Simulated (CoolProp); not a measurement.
A simple Rankine cycle with R1336mzz(E): condensing at 327.15 K, boiler at 1.78 MPa, turbine inlet 383.4 K, turbine efficiency 0.8, pump efficiency 0.6, no recuperator. Each further row changes one setting.

The numbers come from the reference Helmholtz-energy equation of state, Akasaka 2023 in CoolProp.

```tsv
case	thermal efficiency (%)	net work (kJ/kg)	heat in (kJ/kg)	turbine exit temperature (K)	volume ratio over the turbine
as stated	8.3	12.8	154	342.9	4.66
turbine inlet 403.4 K	8.3	14.9	[?]	367.0	4.21
condensing temperature 319.15 K	9.4	[?]	165	337.9	5.94
boiler pressure 1.25 MPa	6.5	10.9	167	358.5	2.82
turbine efficiency 0.7	7.1	[?]	154	344.9	4.70
```

Q: What belongs in the gaps?

A: 
- turbine inlet 403.4 K, heat in (kJ/kg): 179
- condensing temperature 319.15 K, net work (kJ/kg): 15.5
- turbine efficiency 0.7, net work (kJ/kg): 11.0
